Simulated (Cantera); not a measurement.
A freely propagating, adiabatic, planar premixed flame of H2 : O2 : N2 = 1 : 0.172 : 0.648 (molar parts), unburnt at 623 K and 15000 Pa; mixture-averaged transport, grid criteria slope 0.08 and curve 0.16, no radiation.

Computed with Cantera and the H2/O2 subset of GRI-Mech 3.0, which has no nitrogen chemistry. Burning velocities carry a grid error of a few per cent, more on coarse grids.

How do the results move with these cheaper or finer settings: unity-Lewis-number transport; multicomponent transport; multicomponent+Soret transport; grid criteria slope 0.5, curve 1; grid criteria slope 0.25, curve 0.5; grid criteria slope 0.03, curve 0.06?


```
setting                               laminar burning velocity  thermal thickness  peak x(O)  peak x(H)  grid points
------------------------------------  ------------------------  -----------------  ---------  ---------  -----------
as above                                              683 cm/s            5.80 mm    0.00248      0.113          140
unity-Lewis-number transport                          422 cm/s            5.23 mm    0.00162      0.111          135
multicomponent transport                              664 cm/s            5.85 mm    0.00239      0.113          140
multicomponent+Soret transport                        649 cm/s            5.78 mm    0.00239      0.112          141
grid criteria slope 0.5, curve 1                      787 cm/s            8.49 mm    0.00206      0.111           61
grid criteria slope 0.25, curve 0.5                   713 cm/s            6.60 mm    0.00221      0.112           85
grid criteria slope 0.03, curve 0.06                  668 cm/s            5.55 mm    0.00252      0.112          309
```
Unity Lewis numbers drop preferential diffusion, which matters most where H2 and H carry the flame; Soret adds thermal diffusion.
